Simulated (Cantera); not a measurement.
A diamond (100) surface in a fixed gas of H2 with x(CH4) = 0.011, x(H) = 0.0026, x(CH3) = 0.00011, 0.210 bar; coverages are run to steady state.

Cantera simulation using the Harris–Goodwin 1993 mechanism for the reconstructed diamond (100) surface; the numbers are that mechanism's predictions, not measurements.

One state of this run: growth (µm/h) = 13.1; θ c6HH = 0.458; θ c6H* = 0.0351; θ c6*H = 0.471; θ c6** = 0.0244; θ c6HM = 0.00642. θ: site fractions in the mechanism's names (c6HH fully hydrogenated, c6H* and c6*H radical sites, c6** diradical, c6HM methylated).

Task: Which value of T (K) does it belong to?
A) 1100
B) 1175
C) 1325
D) 950

Result: B, 1175
